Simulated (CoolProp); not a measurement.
Vapour-liquid equilibrium of R1234yf (1) + R152A (2) at 11.55 °C; x and y are mole fractions of (1).

Values from CoolProp's multi-fluid Helmholtz-energy mixture model, Lemmon 2022 and Outcalt 1996; pair parameters Bell 2023.

| x | bubble pressure (MPa) | y at the bubble point | dew pressure at overall composition x (MPa) | liquid density (mol/L) |
|---|---|---|---|---|
| 0.05 | 0.4035 | 0.072 | 0.4000 | 13.82 |
| 0.125 | 0.4175 | 0.167 | 0.4114 | 13.40 |
| 0.2 | 0.4288 | 0.250 | 0.4222 | 13.00 |
| 0.275 | 0.4379 | 0.325 | 0.4320 | 12.63 |
| 0.35 | 0.4453 | 0.395 | 0.4408 | 12.28 |
| 0.425 | 0.4511 | 0.462 | 0.4481 | 11.95 |
| 0.5 | 0.4556 | 0.528 | 0.4539 | 11.64 |
| 0.575 | 0.4589 | 0.594 | 0.4581 | 11.35 |
| 0.65 | 0.4611 | 0.660 | 0.4608 | 11.08 |
| 0.725 | 0.4623 | 0.729 | 0.4622 | 10.82 |
| 0.8 | 0.4625 | 0.799 | 0.4625 | 10.58 |
| 0.875 | 0.4619 | 0.872 | 0.4619 | 10.35 |
| 0.95 | 0.4605 | 0.948 | 0.4605 | 10.13 |

y crosses x between x = 0.725 and 0.8: the model has an azeotrope there.

The pair parameters rest on a limited set of measurements; away from them the model extrapolates.
